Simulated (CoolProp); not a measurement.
Model: reference Helmholtz-energy equation of state, Platzer 1990, in CoolProp. This equation is an older, rougher fit; its heat capacities, sound speeds and derivatives of the liquid may be far off and weren't checked against measurements.

For R21, give the phase and the density (kg/m³) at 299.9 K and 9850 kPa; 315.9 K and 9850 kPa.


- 299.9 K and 9850 kPa: liquid; density 1390
- 315.9 K and 9850 kPa: liquid; density 1350
